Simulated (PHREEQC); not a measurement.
Synthetic water in mg/L, 25 °C, pH 2.57, pe 8.2: Na 153; K 5.99; Ca 323; Mg 15.8; Cl 242; S(6) as SO4 1060; B 0.0413; O(0) (dissolved oxygen) 8.32; Al 0.269; N(5) as NO3 26.1; Pb 13.6.

Valence states are taken as typed.

Computed with PHREEQC (ion-association model, phreeqc.dat).

Each row changes one thing in this solution. No solid was allowed to form.

```json
[
 {"case": "as made", "ionic strength (mol/kgw)": "0.0371", "SO4-2 (mol/kgw)": "0.00745", "CaSO4 (mol/kgw)": "0.00202", "HSO4- (mol/kgw)": "0.00117", "Mg+2 (mol/kgw)": "0.000449", "MgSO4 (mol/kgw)": "0.000202", "SI of Gypsum (CaSO4:2H2O)": "-0.36", "SI of Anglesite (PbSO4)": "+0.53"},
 {"case": "Cl from 242 to 484 mg/L", "ionic strength (mol/kgw)": "0.0408", "SO4-2 (mol/kgw)": "0.00754", "CaSO4 (mol/kgw)": "0.00196", "HSO4- (mol/kgw)": "0.00116", "Mg+2 (mol/kgw)": "0.000454", "MgSO4 (mol/kgw)": "0.000197", "SI of Gypsum (CaSO4:2H2O)": "-0.37", "SI of Anglesite (PbSO4)": "+0.50"},
 {"case": "Na from 153 to 459 mg/L", "ionic strength (mol/kgw)": "0.0440", "SO4-2 (mol/kgw)": "0.00743", "CaSO4 (mol/kgw)": "0.00188", "HSO4- (mol/kgw)": "0.00112", "Mg+2 (mol/kgw)": "0.000461", "MgSO4 (mol/kgw)": "0.000190", "SI of Gypsum (CaSO4:2H2O)": "-0.39", "SI of Anglesite (PbSO4)": "+0.51"},
 {"case": "temperature from 25 to 60 °C at the same typed pH", "ionic strength (mol/kgw)": "0.0350", "SO4-2 (mol/kgw)": "0.00626", "CaSO4 (mol/kgw)": "0.00201", "HSO4- (mol/kgw)": "0.00226", "Mg+2 (mol/kgw)": "0.000362", "MgSO4 (mol/kgw)": "0.000289", "SI of Gypsum (CaSO4:2H2O)": "-0.39", "SI of Anglesite (PbSO4)": "+0.28"}
]
```

Species that the database lacks are ignored. Some of these states are supersaturated (in Anglesite, for instance). At this temperature some constants are extrapolated from 25 °C, and those without enthalpy data are left unchanged.
